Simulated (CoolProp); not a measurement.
Normal hydrogen at 293.15 K and 0.123 MPa flows at 2 m/s in a round tube of 20 mm bore and 45 µm roughness, fully developed (64/Re and Nu = 3.66 if laminar; Colebrook and Gnielinski if turbulent). Each further row changes one setting.

Values from CoolProp's reference Helmholtz-energy equation of state, Leachman 2009.

```csv
case,Reynolds number,Darcy friction factor,pressure drop (Pa/m),heat-transfer coefficient (W/(m² K)),mass flow (kg/h)
as stated,462,___,___,33.6,___
velocity 4 m/s,924,0.0692,2.82,33.6,0.460
diameter 40 mm,924,0.0692,0.352,16.8,___
```

Problem. Fill in the missing entries.

Solution. 
- as stated, Darcy friction factor: 0.138
- as stated, pressure drop (Pa/m): 1.41
- as stated, mass flow (kg/h): 0.230
- diameter 40 mm, mass flow (kg/h): 0.920

Viscosity comes from a separate model (Muzny 2013). Thermal conductivity comes from a separate model (Assael 2011).
